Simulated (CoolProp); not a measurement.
Vapour-liquid equilibrium of R113 (1) + acetone (2) at 425.5 K; x and y are mole fractions of (1).

Computed with CoolProp (multi-fluid Helmholtz-energy mixture model, Marx 1992 and Lemmon 2006; pair parameters Bell 2016).

Task: Give the bubble pressure and the first vapour's composition at x = 0.275, 0.8, 0.95. Is there an azeotrope?

Result: x = 0.275: 1392 kPa, y = 0.328; x = 0.8: 1407 kPa, y = 0.762; x = 0.95: 1317 kPa, y = 0.929. y crosses x between x = 0.5 and 0.575: the model has an azeotrope there.

Pair parameters are fitted to limited data, so mixtures are less certain than the pure fluids.
